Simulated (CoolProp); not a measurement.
Vapour-liquid equilibrium of cyclopropane (1) + R134a (2) at 6.55 °C; x and y are mole fractions of (1).

Computed with CoolProp (multi-fluid Helmholtz-energy mixture model, Polt 1992 and Tillner-Roth 1994; pair parameters Bell 2016). This equation is an older, rougher fit; its heat capacities, sound speeds and derivatives of the liquid may be far off and weren't checked against measurements.

```csv
x,"bubble pressure, mixture model (bar)","bubble pressure, Raoult's law (bar)","y, mixture model","y, Raoult's law"
0.05,(withheld),3.717,0.135,0.057
0.2,(withheld),3.801,(withheld),0.224
0.35,5.370,3.884,0.473,0.383
0.5,5.522,3.968,0.543,0.535
0.65,5.519,4.052,(withheld),0.681
0.8,5.326,4.136,(withheld),0.822
0.95,4.676,4.220,0.875,0.956
```

Task: Fill in the missing entries.

Result: 
- 0.05, bubble pressure, mixture model (bar): 4.113
- 0.2, bubble pressure, mixture model (bar): 4.965
- 0.2, y, mixture model: 0.362
- 0.65, y, mixture model: 0.606
- 0.8, y, mixture model: 0.691

The largest gap from Raoult's law is +39.2 % in bubble pressure, at x = 0.5. y crosses x between x = 0.5 and 0.65: the model has an azeotrope there.

Pair parameters are fitted to limited data, so mixtures are less certain than the pure fluids.
